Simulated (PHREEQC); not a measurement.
Dissolve 0.0018 mol PbCl2 and 0.066 mol HNO3 per kg of water at 45 °C. Closed to the air; pH follows from the charge balance.

All values are PHREEQC results (ion-association model, wateq4f.dat), not measurements.

No solid was allowed to form.

Q: Order these Pb species by the share of Pb that they hold, largest first: PbNO3+, Pb+2, PbCl+.

A: Pb+2 (68 %), PbNO3+ (26 %), PbCl+ (5.9 %)

The pH is 1.26 and the ionic strength 0.0703 mol/kgw. Complexes and solids missing from the database can't appear. Constants without temperature data keep their 25 °C values here.
